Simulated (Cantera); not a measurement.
Input: 1 mol Si, 3.4 mol Br2, 0.11 mol H2, equilibrated at 1002 °C and 7.50 Torr.

Cantera equilibrium calculation (NASA polynomials, part measured and part estimated; ideal gas, pure solids and liquids). Candidate condensed phases: Br2, Si; 19 gas species. The tables' values for SiBr3 are old estimates; treat these amounts as uncertain. Equilibrium is a limit: real reactors are often held back by kinetics, nucleation or transport.

Base state: Br 0.361, SiBr4 0.326, Br2 0.241, HBr 0.0718, SiBr3 0.000164 (mole fractions); condensed: gas only.

**Question.** What changes in the equilibrium state with this change: H2 from 0.11 to 47 mol?

**Answer.** 
```tsv
species	before	after
H2	1.61e-7	0.886
HBr	0.0718	0.0941
SiBr2	3.85e-6	0.0185
Br	0.361	0.000201
SiBr4	0.326	0.000489
Br2	0.241	7.49e-8
SiH2Br2	<1e-9	1.25e-5
SiHBr3	1.79e-8	0.000113
SiBr3	0.000164	0.000440
Si(s), mol	0	0.0133
```

**Question.** What changes in the equilibrium state with this change: temperature from 1002 °C to 327 °C?

**Answer.** 
| species | before | after |
|---|---|---|
| Br2 | 0.241 | 0.514 |
| SiBr4 | 0.326 | 0.398 |
| HBr | 0.0718 | 0.0876 |
| Br | 0.361 | 1.66e-5 |
| SiBr3 | 0.000164 | <1e-9 |

**Question.** What changes in the equilibrium state with this change: temperature from 1002 °C to 402 °C?

**Answer.** 
| species | before | after |
|---|---|---|
| Br2 | 0.241 | 0.514 |
| SiBr4 | 0.326 | 0.398 |
| HBr | 0.0718 | 0.0876 |
| Br | 0.361 | 0.000144 |
| SiBr3 | 0.000164 | <1e-9 |
